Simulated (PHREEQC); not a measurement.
Solution (25 °C): 4.8 mmol/kgw Cu(BF4)2, 0.029 mmol/kgw H2SO4 and 0.64 mmol/kgw NaCl. Closed to the air; pH follows from the charge balance.

The numbers come from PHREEQC with the ion-association model, phreeqc.dat.

```yaml
pH: 2.92
ionic_strength: 0.0161 mol/kgw
total_alkalinity: -28.9 meq/kg
```

```json
[
 {"species": "BF4-", "molality": "0.00737", "activity": "0.00649", "log γ": "-0.055"},
 {"species": "Cu+2", "molality": "0.00467", "activity": "0.00290", "log γ": "-0.207"},
 {"species": "HF", "molality": "0.00360", "activity": "0.00362", "log γ": "0.002"},
 {"species": "F-", "molality": "0.00231", "activity": "0.00203", "log γ": "-0.056"},
 {"species": "H+", "molality": "0.00133", "activity": "0.00119", "log γ": "-0.047"},
 {"species": "H3BO3", "molality": "0.00119", "activity": "0.00120", "log γ": "0.002"},
 {"species": "BF3OH-", "molality": "0.000750", "activity": "0.000661", "log γ": "-0.055"},
 {"species": "Na+", "molality": "0.000639", "activity": "0.000565", "log γ": "-0.054"},
 {"species": "Cl-", "molality": "0.000635", "activity": "0.000558", "log γ": "-0.056"},
 {"species": "BF2(OH)2-", "molality": "0.000284", "activity": "0.000250", "log γ": "-0.055"},
 {"species": "CuF+", "molality": "0.000121", "activity": "0.000107", "log γ": "-0.055"},
 {"species": "HF2-", "molality": "3.19e-5", "activity": "2.81e-5", "log γ": "-0.055"},
 {"species": "SO4-2", "molality": "2.01e-5", "activity": "1.23e-5", "log γ": "-0.215"},
 {"species": "CuSO4", "molality": "7.23e-6", "activity": "7.25e-6", "log γ": "0.002"},
 {"species": "CuCl+", "molality": "4.95e-6", "activity": "4.35e-6", "log γ": "-0.055"},
 {"species": "HSO4-", "molality": "1.61e-6", "activity": "1.42e-6", "log γ": "-0.055"}
]
```

Precipitation was switched off in this run. Real BF4- forms and hydrolyses slowly; the run takes it at equilibrium.
